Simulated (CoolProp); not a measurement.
Properties of C3F8 (R218) along the isotherm 376.1 K.

Model: reference Helmholtz-energy equation of state, Lemmon 2006, in CoolProp. It is a short technical equation, of lower accuracy than the large ones.

| p (kPa) | phase | density (kg/m³) | cp (kJ/(kg K)) | cv (kJ/(kg K)) | isothermal compressibility (1/MPa) | expansivity (1/kK) |
|---|---|---|---|---|---|---|
| 248 | gas | 15.26 | 0.9068 | 0.8570 | 4.129 | 2.889 |
| 495 | gas | 31.22 | 0.9165 | 0.8601 | 2.123 | 3.154 |
| 743 | gas | 48.11 | 0.9278 | 0.8635 | 1.456 | 3.462 |
| 990 | gas | 65.93 | 0.9410 | 0.8671 | 1.128 | 3.822 |
| 1240 | gas | 85.15 | 0.9566 | 0.8710 | 0.9336 | 4.253 |
| 1490 | gas | 105.8 | 0.9753 | 0.8753 | 0.8089 | 4.768 |
| 1730 | gas | 127.1 | 0.9968 | 0.8798 | 0.7275 | 5.364 |
| 1980 | gas | 151.3 | 1.024 | 0.8848 | 0.6685 | 6.119 |
| 2230 | gas | 177.8 | 1.058 | 0.8903 | 0.6279 | 7.055 |
| 2480 | gas | 207.3 | 1.100 | 0.8962 | 0.6011 | 8.224 |
| 2720 | supercritical | 239.0 | 1.152 | 0.9023 | 0.5853 | 9.634 |
| 2970 | supercritical | 276.3 | 1.220 | 0.9092 | 0.5769 | 11.49 |
| 3220 | supercritical | 319.0 | 1.308 | 0.9165 | 0.5741 | 13.81 |
| 3470 | supercritical | 368.2 | 1.419 | 0.9239 | 0.5729 | 16.66 |
| 3710 | supercritical | 422.2 | 1.545 | 0.9305 | 0.5670 | 19.78 |
| 3960 | supercritical | 485.4 | 1.683 | 0.9360 | 0.5450 | 22.92 |
